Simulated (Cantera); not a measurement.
# Equilibrium for oxide etching and cleaning by halides: Fe2O3 + Cl2 + H2

Input: 1 mol Fe2O3, 5.9 mol Cl2, 3.4 mol H2, equilibrated at 550 °C and 133 Pa.

Cantera equilibrium calculation (NASA polynomials, part measured and part estimated; ideal gas, pure solids and liquids). Candidate condensed phases: Fe, FeCl2, FeCl3, FeO, Fe(OH)2, Fe(OH)3, Fe2O3, Fe3O4, H2O; 22 gas species. Condensed phases not in the tables: FeOCl. Kinetics and transport are ignored.

The x(HCl) comes out as 0.722, the x(Cl2) comes out as 0.265 and the x(FeCl3) is 0.00589. The x(H2O) comes out as 0.00497 and the x(O2) is 0.00199. The x(Cl) comes out as 0.000222. The x(FeCl2) is 6.38e-5, the x(Fe2Cl6) is 3.20e-6 and the n(Fe2O3(s)) comes out as 0.972 mol. The gas amount is 9.292 mol and the log10 activity of FeCl2(s) (absent) is -3.39. The log10 activity of Fe(OH)2(s) (absent) comes out as -13.47 and the log10 activity of Fe(α) (absent) is -15.03.
